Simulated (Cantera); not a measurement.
An isothermal, constant-pressure homogeneous reactor starts with CH4 : H2 : O2 = 0.027 : 1 : 0.0037 (molar parts), equivalence ratio 150, at 2375 K and 7.50 Torr. Integrator tolerance rtol = 1e-08.

Detailed kinetics in Cantera: GRI-Mech 3.0 (53 species, 325 reactions). GRI-Mech 3.0 stops at C3 and has no aromatics, soot or wall deposition, so with more carbon than oxygen in the feed, carbon stays in small species such as C2H2 where larger ones or solid carbon would form. Radical loss at walls, strong at low pressure, is not modelled.

Question: What does this change do: temperature 2375 to 1625 K?

Answer: 
```
quantity                                           before                                     after
----------------  ---------------------------------------  ----------------------------------------
x(CH4) at 10.0 s  1.70e-6 (gas-phase equilibrium 1.71e-6)  0.00611 (gas-phase equilibrium 0.000227)
x(H2) at 10.0 s       0.854 (gas-phase equilibrium 0.854)       0.977 (gas-phase equilibrium 0.983)
x(O2) at 10.0 s     <1e-12 (gas-phase equilibrium <1e-12)     <1e-12 (gas-phase equilibrium <1e-12)
x(HO2) at 10.0 s    <1e-12 (gas-phase equilibrium <1e-12)     <1e-12 (gas-phase equilibrium <1e-12)
x(CH3) at 10.0 s  4.81e-6 (gas-phase equilibrium 4.84e-6)   8.34e-5 (gas-phase equilibrium 3.31e-6)
```
